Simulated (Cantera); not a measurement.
Cantera run, input and output.

```python
import numpy as np
import cantera as ct

gas = ct.Solution("gri30.yaml")
gas.TPX = 1025, 500000, {'H2': 1, 'O2': 0.602, 'N2': 3.67}
reactor = ct.IdealGasConstPressureReactor(gas, energy="on", clone=False)
net = ct.ReactorNet([reactor])
net.rtol, net.atol = 1e-08, 1e-16
show = ['H2', 'O2', 'NO', 'O', 'NO2', 'H2O2']
times = np.geomspace(5e-06, 2, 11)

steps = ct.SolutionArray(gas, extra=["t"])
rows = []
print(f"{'t/s':>10s}{'T/K':>9s}{'P/Pa':>11s}" + "".join(f"{s:>11s}" for s in show))
for t in times:
    while net.time < t:
        t_next = net.step()
        steps.append(gas.state, t=t_next)
    rows.append([np.interp(t, steps.t, y) for y in (steps.T, steps.P, *steps(*show).X.T)])
    print(f"{t:10.3e}{rows[-1][0]:9.1f}{rows[-1][1]:11.4g}" + "".join(f"{x:11.3e}" for x in rows[-1][2:]))
rate = np.gradient(steps.T, steps.t)
print("integrator steps:", len(steps.t))
if steps.T.max() > steps.T[0] + 200:
    print(f"time of steepest temperature rise: {steps.t[rate.argmax()]:.4e} s")
gas.TPX = 1025, 500000, {'H2': 1, 'O2': 0.602, 'N2': 3.67}
gas.equilibrate("HP")
print(f"equilibrium (HP): T = {gas.T:.1f} K  " + "  ".join(f"{s} {gas[s].X[0]:.3e}" for s in show))
```

It prints:

```
       t/s      T/K       P/Pa         H2         O2         NO          O        NO2       H2O2
 5.000e-06   1025.0      5e+05  1.897e-01  1.142e-01  1.233e-22  1.809e-11  4.335e-29  3.943e-12
 1.816e-05   1025.0      5e+05  1.897e-01  1.142e-01  7.408e-22  1.911e-11  4.498e-27  6.099e-11
 6.598e-05   1025.0      5e+05  1.897e-01  1.142e-01  3.401e-21  2.163e-11  2.966e-25  8.474e-10
 2.397e-04   1025.0      5e+05  1.897e-01  1.142e-01  1.965e-20  3.322e-11  2.208e-23  1.141e-08
 8.706e-04   1025.0      5e+05  1.897e-01  1.142e-01  4.133e-19  1.257e-10  6.040e-21  1.766e-07
 3.162e-03   1025.3      5e+05  1.896e-01  1.141e-01  4.913e-16  4.572e-09  3.105e-16  1.361e-05
 1.149e-02   2352.8      5e+05  1.798e-03  2.042e-02  9.138e-04  4.309e-04  6.662e-07  3.296e-07
 4.173e-02   2346.4      5e+05  1.807e-03  1.887e-02  4.138e-03  3.999e-04  2.923e-06  3.122e-07
 1.516e-01   2344.6      5e+05  1.810e-03  1.844e-02  5.032e-03  3.914e-04  3.521e-06  3.074e-07
 5.506e-01   2344.6      5e+05  1.810e-03  1.844e-02  5.035e-03  3.914e-04  3.523e-06  3.074e-07
 2.000e+00   2344.6      5e+05  1.810e-03  1.844e-02  5.035e-03  3.914e-04  3.523e-06  3.074e-07
integrator steps: 1669
time of steepest temperature rise: 7.2997e-03 s
equilibrium (HP): T = 2344.6 K  H2 1.810e-03  O2 1.844e-02  NO 5.035e-03  O 3.914e-04  NO2 3.523e-06  H2O2 3.074e-07
```

Computed with Cantera and GRI-Mech 3.0 (53 species, 325 reactions). The hydrogen kinetics of GRI-Mech 3.0 are dated; newer H2 mechanisms differ, most at raised pressure.
